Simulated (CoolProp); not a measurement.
Saturation properties of dimethyl ether.

The numbers come from the reference Helmholtz-energy equation of state, Wu 2011 in CoolProp.

```csv
T (K),p (MPa),liquid density (kg/m³),vapour Z,surface tension (mN/m),liquid viscosity (µPa s)
293.2,0.5103,669.4,0.8924,12.0,[?]
301,0.6403,656.8,0.8751,[?],125
308.8,[?],643.7,0.8560,9.85,[?]
316.6,0.9721,630.2,0.8351,8.81,110
324.4,1.179,616.0,0.8123,7.79,[?]
332.2,1.417,601.0,0.7873,6.79,95.7
340,1.688,585.2,0.7598,[?],89.1
347.8,1.996,568.3,0.7297,4.90,82.7
355.6,2.343,549.9,0.6963,4.00,76.4
363.4,[?],529.5,0.6590,3.14,70.0
371.2,3.172,506.5,0.6165,2.33,[?]
379,3.662,479.3,0.5668,1.58,56.8
```

Problem. Some entries are withheld; supply them.

Solution. 
- 293.2, liquid viscosity (µPa s): 134
- 301, surface tension (mN/m): 10.9
- 308.8, p (MPa): 0.7934
- 308.8, liquid viscosity (µPa s): 117
- 324.4, liquid viscosity (µPa s): 102
- 340, surface tension (mN/m): 5.83
- 363.4, p (MPa): 2.734
- 371.2, liquid viscosity (µPa s): 63.6

It boils at 248.4 K under 1 atm.

Viscosity comes from a separate model (Meng 2012). Surface tension comes from a separate correlation (Mulero 2012).
